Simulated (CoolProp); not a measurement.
Vapour-liquid equilibrium of ethylene (1) + ethane (2) at 254 K; x and y are mole fractions of (1).

Values from CoolProp's multi-fluid Helmholtz-energy mixture model, Smukala 2000 and Bücker 2006; pair parameters Bell 2016.

```json
[
 {"x": "0.05", "bubble pressure (MPa)": "1.520", "y at the bubble point": "0.079", "dew pressure at overall composition x (MPa)": "1.496", "liquid density (mol/L)": "14.66"},
 {"x": "0.2", "bubble pressure (MPa)": "1.701", "y at the bubble point": "0.280", "dew pressure at overall composition x (MPa)": "1.626", "liquid density (mol/L)": "(withheld)"},
 {"x": "0.35", "bubble pressure (MPa)": "1.868", "y at the bubble point": "(withheld)", "dew pressure at overall composition x (MPa)": "1.770", "liquid density (mol/L)": "14.68"},
 {"x": "0.5", "bubble pressure (MPa)": "2.029", "y at the bubble point": "(withheld)", "dew pressure at overall composition x (MPa)": "1.927", "liquid density (mol/L)": "14.69"},
 {"x": "0.65", "bubble pressure (MPa)": "2.190", "y at the bubble point": "0.724", "dew pressure at overall composition x (MPa)": "2.099", "liquid density (mol/L)": "14.70"},
 {"x": "0.8", "bubble pressure (MPa)": "(withheld)", "y at the bubble point": "0.847", "dew pressure at overall composition x (MPa)": "2.289", "liquid density (mol/L)": "14.70"},
 {"x": "0.95", "bubble pressure (MPa)": "2.525", "y at the bubble point": "0.963", "dew pressure at overall composition x (MPa)": "2.505", "liquid density (mol/L)": "14.68"}
]
```

Fill in the missing entries.


- 0.2, liquid density (mol/L): 14.67
- 0.35, y at the bubble point: 0.446
- 0.5, y at the bubble point: 0.591
- 0.8, bubble pressure (MPa): 2.354

No azeotrope shows between x = 0.05 and 0.95.

The pair parameters rest on a limited set of measurements; away from them the model extrapolates.
